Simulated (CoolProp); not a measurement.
Vapour-liquid equilibrium of n-octane (1) + n-dodecane (2) at 402.4 K; x and y are mole fractions of (1).

Model: multi-fluid Helmholtz-energy mixture model, Beckmüller 2019 and Lemmon 2004; pair parameters Bell 2016, in CoolProp.

Task: Give the bubble pressure and the first vapour's composition at x = 0.275, 0.425, 0.575. Is there an azeotrope?

Result: x = 0.275: 33.16 kPa, y = 0.840; x = 0.425: 48.57 kPa, y = 0.913; x = 0.575: 64.64 kPa, y = 0.951. No azeotrope shows between x = 0.05 and 0.95.

The pair parameters rest on a limited set of measurements; away from them the model extrapolates.
